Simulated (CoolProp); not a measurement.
Values from CoolProp's reference Helmholtz-energy equation of state, Thol 2017.

For octamethyltrisiloxane (MDM), give the phase and the Z, cv (kJ/(kg K)), speed of sound (m/s) at 22.05 °C and 1.98 MPa; 22.05 °C and 2.16 MPa.


- 22.05 °C and 1.98 MPa: liquid; Z 0.232, cv 1.47, speed of sound 941
- 22.05 °C and 2.16 MPa: liquid; Z 0.253, cv 1.47, speed of sound 943
